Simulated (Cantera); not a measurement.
Input: 1 mol Fe(CO)5, 0.46 mol O2, 0.95 mol N2, at 1023.15 K and 0.00160 bar.

These are equilibrium values from Cantera (NASA tables, ideal gas, pure condensed phases), not measurements of a reactor. Candidate condensed phases: C, Fe, Fe(CO)5, FeO, Fe2O3, Fe3O4; 27 gas species. Rates play no part.

Base state: CO 0.686, N2 0.160, CO2 0.155 (mole fractions); condensed: Fe(α).

Task: What changes in the equilibrium state with this change: temperature from 1023.15 K to 1623.15 K?

Result: 
| species | before | after |
|---|---|---|
| CO | 0.686 | 0.730 |
| N2 | 0.160 | 0.159 |
| CO2 | 0.155 | 0.110 |
| Fe | <1e-9 | 0.00105 |
| Fe(α), mol | 1.00 | 0 |
| Fe(γ), mol | 0 | 0.727 |
| FeO(s), mol | 0 | 0.266 |
Mutual solubility and eutectic melting of coexisting phases are not modelled. The tables' stoichiometric FeO is somewhat more stable than real wüstite, so its field is too wide. FeO: taken at fixed stoichiometry.

Task: What changes in the equilibrium state with this change: O2 from 0.46 to 0.028 mol?

Result: 
```csv
species,before,after
CO,0.686,0.831
N2,0.160,0.160
CO2,0.155,0.00941
"Fe(α), mol",1.00,1.00
```

Task: What changes in the equilibrium state with this change: temperature from 1023.15 K to 1575 K?

Result: 
```
species      before     after
-----------  ------  --------
CO            0.686     0.728
N2            0.160     0.160
CO2           0.155     0.112
Fe            <1e-9  0.000427
Fe(α), mol     1.00         0
Fe(γ), mol        0     0.747
FeO(s), mol       0     0.251
```
Mutual solubility and eutectic melting of coexisting phases are not modelled. The tables' stoichiometric FeO is somewhat more stable than real wüstite, so its field is too wide. FeO: taken at fixed stoichiometry.
